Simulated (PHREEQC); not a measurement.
A PHREEQC input (ion-association model, wateq4f.dat):

```
SOLUTION 1
  temp 90
  units mg/L
  pH 6.38
  pe 9.6
  Na 4.79
  K 0.278
  Ca 3.71
  Mg 0.0279
  Cl 9.38
  S(6) 0.493 as SO4
  Alkalinity 7.1 as HCO3
  Pb 2.28
  O(0) 0.0205
  Ba 0.00655
  B 0.00344
  Br 0.00372
END
USE solution 1
EQUILIBRIUM_PHASES 1
  Quart 0 0.5
  CO2(g) -2 10
END
```

It stops with these messages:

```
ERROR: Phase not found in database, Quart.
ERROR: Calculations terminating due to input errors.
```

The fault: the phase Quartz misspelt. The line should read `Quartz` where the input has `Quart`. With the mend the run ends at pH 6.35 and ionic strength 0.000509 mol/kgw.
